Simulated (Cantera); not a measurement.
A Cantera script and its output.

```python
import numpy as np
import cantera as ct

gas = ct.Solution("gri30.yaml")
gas.TPX = 575, 1000000, {'C2H6': 1, 'O2': 3.5, 'N2': 14.7, 'CO2': 0.59}
flame = ct.FreeFlame(gas, width=0.008)
flame.set_refine_criteria(ratio=3, slope=0.08, curve=0.16)
flame.transport_model = "unity-Lewis-number"
flame.solve(loglevel=0, auto=True)
z, T = flame.grid, flame.T
thick = (T[-1] - T[0]) / np.gradient(T, z).max()
show = ['C2H6', 'O2', 'CO2', 'HCO', 'CH2CO', 'CH3']
print(f"laminar burning velocity  {flame.velocity[0] * 100:.3f} cm/s")
print(f"burnt temperature         {T[-1]:.1f} K")
print(f"thermal thickness         {thick * 1e3:.4f} mm")
print(f"grid points               {len(z)}")
z0 = z[flame.heat_release_rate.argmax()]
print(f"{'z/mm':>9s}{'T/K':>9s}{'u/(m/s)':>9s}" + "".join(f"{s:>11s}" for s in show))
rows = []
for k in (-3, -2, -1.5, -1, -0.5, -0.25, 0, 0.25, 0.5, 1, 2, 4, 8):
    zz = z0 + k * thick
    rows.append([k * thick, np.interp(zz, z, T), np.interp(zz, z, flame.velocity),
                 *(np.interp(zz, z, flame.X[gas.species_index(s)]) for s in show)])
    print(f"{rows[-1][0] * 1e3:9.3f}{rows[-1][1]:9.1f}{rows[-1][2]:9.3f}" + "".join(f"{x:11.3e}" for x in rows[-1][3:]))
```

Result:

```
laminar burning velocity  42.311 cm/s
burnt temperature         2308.9 K
thermal thickness         0.0664 mm
grid points               133
     z/mm      T/K  u/(m/s)       C2H6         O2        CO2        HCO      CH2CO        CH3
   -0.199    576.6    0.424  5.046e-02  1.767e-01  2.986e-02  3.224e-17  1.360e-06  1.532e-12
   -0.133    584.8    0.431  5.011e-02  1.759e-01  3.010e-02  1.997e-15  8.488e-06  1.576e-11
   -0.100    605.3    0.446  4.923e-02  1.738e-01  3.071e-02  2.945e-14  2.622e-05  1.225e-10
   -0.066    702.4    0.520  4.498e-02  1.637e-01  3.361e-02  3.569e-12  1.116e-04  7.503e-09
   -0.033   1099.8    0.828  2.684e-02  1.207e-01  4.603e-02  2.224e-08  4.768e-04  1.106e-05
   -0.017   1482.5    1.137  9.758e-03  7.854e-02  5.855e-02  3.314e-06  8.188e-04  3.930e-04
    0.000   1875.6    1.457  2.730e-04  3.674e-02  7.451e-02  1.903e-05  5.116e-04  5.429e-04
    0.017   2044.8    1.582  1.206e-07  2.011e-02  8.880e-02  2.072e-06  3.784e-05  2.305e-05
    0.033   2115.9    1.628  4.740e-11  1.523e-02  9.731e-02  1.632e-07  1.601e-06  7.588e-07
    0.066   2186.7    1.674  1.310e-15  1.117e-02  1.054e-01  4.229e-08  5.612e-09  2.501e-09
    0.133   2242.3    1.709  2.612e-20  8.017e-03  1.116e-01  1.467e-08  1.758e-12  2.710e-12
    0.266   2279.5    1.733  3.334e-26  5.838e-03  1.159e-01  5.514e-09  1.937e-15  4.546e-14
    0.531   2299.9    1.745  1.620e-28  4.607e-03  1.183e-01  2.786e-09  3.017e-17  1.040e-15
```

Cantera simulation using GRI-Mech 3.0 (53 species, 325 reactions); the numbers are that mechanism's predictions, not measurements. Unity Lewis numbers drop preferential diffusion, which matters most where H2 and H carry the flame. Burning velocities carry a grid error of a few per cent, more on coarse grids.
